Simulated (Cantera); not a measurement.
Input: 1 mol B₂H₆, 3.5 mol NH₃, 32 mol H₂, held at 502 °C and 0.130 bar.

Cantera equilibrium calculation (NASA polynomials, part measured and part estimated; ideal gas, pure solids and liquids). Candidate condensed phases: B, BN; 15 gas species. The feed counts by its element totals alone. Rates play no part.

Base state: H₂ 0.982, N₂ 0.0183, NH₃ 6.62e-5 (mole fractions); condensed: BN(s).

Q: What changes in the equilibrium state with this change: NH₃ from 3.5 to 2.1 mol?

A: 
```
species      before    after
----------  -------  -------
H₂            0.982    0.999
N₂           0.0183  0.00130
NH₃         6.62e-5  1.81e-5
BN(s), mol     2.00     2.00
```
